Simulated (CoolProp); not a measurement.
A single-stage vapour-compression cycle with the fluid: evaporating at 208.15 K (dew point), condensing at 261.15 K (bubble point), superheat 10 K, subcooling 5 K, compressor efficiency 0.75, no pressure losses. The same conditions are run with several fluids, on thermodynamics alone (safety and materials aside).

The numbers come from the reference Helmholtz-energy equation of state of each fluid (R152A: Outcalt 1996; hydrogen sulfide: Lemmon 2006; R13: Platzer 1990; nitrous oxide: Lemmon 2006; C3F8 (R218): Lemmon 2006; R410A: Lemmon 2003) in CoolProp. The equations of Platzer and Polt are older, rougher fits. Blends and air are pseudo-pure fits.

Problem. Rank R152A, hydrogen sulfide, R13, nitrous oxide, C3F8 (R218), R410A by cooling COP, highest first.

Solution. R152A (2.45), R410A (2.38), hydrogen sulfide (2.30), C3F8 (R218) (2.25), R13 (2.22), nitrous oxide (2.19)

| fluid | pressure ratio | discharge temperature (K) | refrigerating effect (kJ/kg) | volumetric capacity (kJ/m³) |
|---|---|---|---|---|
| R152A | 15.5 | 343.5 | 296 | 117 |
| hydrogen sulfide | 9.00 | 421.7 | 465 | 706 |
| R13 | 6.36 | 305.5 | 98.9 | 1370 |
| nitrous oxide | 6.57 | 367.2 | 266 | 2350 |
| C3F8 (R218) | 12.0 | 270.7 | 74.8 | 181 |
| R410A | 11.2 | 343.9 | 225 | 441 |
